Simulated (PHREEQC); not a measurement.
Dissolve 0.006 mol/kgw Al2(SO4)3 and 0.018 mol/kgw CaCl2 at 40 °C and 10 atm. Closed to the air; pH follows from the charge balance.

Equilibrium calculation in PHREEQC: ion-association model, phreeqc.dat.

```json
{
 "pH": "3.77",
 "ionic_strength": "0.0811 mol/kgw"
}
```

| species | molality | activity | log γ |
|---|---|---|---|
| Cl- | 0.0360 | 0.0280 | -0.110 |
| Ca+2 | 0.0151 | 0.00613 | -0.392 |
| AlSO4+ | 0.00761 | 0.00598 | -0.105 |
| SO4-2 | 0.00619 | 0.00242 | -0.409 |
| Al+3 | 0.00350 | 0.000656 | -0.727 |
| CaSO4 | 0.00287 | 0.00292 | 0.008 |
| Al(SO4)2- | 0.000625 | 0.000491 | -0.105 |

This is a speciation only: nothing precipitates in the calculation. Examples of supersaturated solids here: Gibbsite (slow to form). Others may be too. Away from 25 °C the constants follow the database's enthalpies or fits; those with neither stay at their 25 °C values.
